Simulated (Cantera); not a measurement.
A perfectly stirred reactor is fed with CO : H2 : CH4 : O2 : N2 = 1 : 0.14 : 0.07 : 0.816 : 3.07 (molar parts), equivalence ratio 0.87, at 5.70 bar; it is adiabatic with a 600 K inlet, and is followed from long to short residence time, starting on the burning branch (τ in s: 0.1, 0.043, 0.019, 0.0081, 0.0035, 0.0015, 0.00066, 0.00029, 0.00012, 5.4e-05, 2.3e-05, 1e-05, 4.4e-06).

Model: GRI-Mech 3.0 (53 species, 325 reactions), integrated in Cantera.

x: mole fraction; the columns are a selection and need not sum to one.

| τ (s) | T (K) | x CO | x H2 | x CH4 | x C2H | x OH |
|---|---|---|---|---|---|---|
| 0.10 | 2469 | 0.0175 | 0.000773 | 6.96e-8 | <1e-12 | 0.00395 |
| 0.043 | 2469 | 0.0178 | 0.000784 | 1.60e-7 | <1e-12 | 0.00399 |
| 0.019 | 2466 | 0.0183 | 0.000806 | 3.51e-7 | <1e-12 | 0.00407 |
| 0.0081 | 2459 | 0.0195 | 0.000858 | 7.79e-7 | <1e-12 | 0.00424 |
| 0.0035 | 2443 | 0.0220 | 0.000968 | 1.64e-6 | <1e-12 | 0.00454 |
| 0.0015 | 2407 | ___ | ___ | ___ | 1.13e-12 | ___ |
| 0.00066 | 2349 | 0.0338 | 0.00154 | 6.11e-6 | 2.24e-12 | 0.00571 |
| 0.00029 | 2268 | 0.0433 | 0.00204 | 1.13e-5 | 3.60e-12 | 0.00641 |
| 0.00012 | 2158 | 0.0554 | 0.00269 | 2.25e-5 | 5.28e-12 | 0.00696 |
| 5.4e-5 | 2034 | ___ | ___ | ___ | 7.11e-12 | 0.00700 |
| 2.3e-5 | 1859 | 0.0890 | 0.00392 | 0.000120 | 9.45e-12 | 0.00612 |
| 1.0e-5 | 600 | 0.196 | 0.0275 | 0.0137 | <1e-12 | <1e-12 |
| 4.4e-6 | 600 | 0.196 | 0.0275 | 0.0137 | <1e-12 | <1e-12 |

Q: Complete the blanks.

A: 
- 0.0015, x CO: 0.0267
- 0.0015, x H2: 0.00119
- 0.0015, x CH4: 3.28e-6
- 0.0015, x OH: 0.00504
- 5.4e-5, x CO: 0.0686
- 5.4e-5, x H2: 0.00332
- 5.4e-5, x CH4: 4.56e-5
